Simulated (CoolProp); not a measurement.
Hexamethyldisiloxane (MM) along the isobar 22.5 bar: Z from the reference equation and from simpler models built on Tc = 518.7 K, pc = 19.31 bar, ω = 0.418; each cubic takes its own stable root.

The numbers come from the reference Helmholtz-energy equation of state, Thol 2016 in CoolProp.

| T (K) | phase | reference | van der Waals | Redlich-Kwong | Soave-Redlich-Kwong | Peng-Robinson |
|---|---|---|---|---|---|---|
| 374.8 | liquid | 0.1724 | 0.2768 | 0.1944 | 0.1834 | 0.1624 |
| 399.3 | liquid | 0.1691 | 0.2700 | 0.1919 | 0.1804 | 0.1596 |
| 423.8 | liquid | ___ | 0.2658 | 0.1919 | 0.1800 | 0.1592 |
| 448.3 | liquid | 0.1679 | 0.2648 | 0.1949 | 0.1829 | 0.1618 |
| 472.9 | liquid | 0.1713 | 0.2682 | 0.2025 | 0.1909 | 0.1692 |
| 497.4 | liquid | 0.1806 | 0.2790 | 0.2192 | 0.2094 | 0.1867 |
| 521.9 | supercritical | 0.2177 | 0.3098 | 0.2667 | ___ | 0.2477 |
| 546.4 | supercritical | 0.5429 | 0.4865 | 0.5087 | 0.5631 | ___ |
| 571 | supercritical | ___ | 0.6141 | 0.6257 | 0.6796 | ___ |
| 595.5 | supercritical | 0.7316 | 0.6815 | 0.6941 | 0.7505 | 0.7208 |
| 620 | supercritical | 0.7821 | 0.7286 | 0.7429 | 0.8014 | 0.7726 |

Task: Fill in the missing entries.

Result: 
- 423.8, reference: 0.1675
- 521.9, Soave-Redlich-Kwong: 0.2721
- 546.4, Peng-Robinson: 0.5332
- 571, reference: 0.6608
- 571, Peng-Robinson: 0.6492
